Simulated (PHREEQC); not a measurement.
Dissolve 0.012 mol H2SO4, 4.5e-05 mol NiSO4 and 0.29 mol Na2SO4 per kg of water at 25 °C. Closed to the air; pH follows from the charge balance.

Model: ion-association model, wateq4f.dat, run in PHREEQC.

This is a speciation only: nothing precipitates in the calculation.

Q: Order these S species by the share of S that they hold, largest first: HSO4-, NaSO4-, SO4-2.

A: SO4-2 (64 %), NaSO4- (30 %), HSO4- (6.3 %)

The pH is 2.44 and the ionic strength 0.688 mol/kgw. Species that the database lacks are ignored.
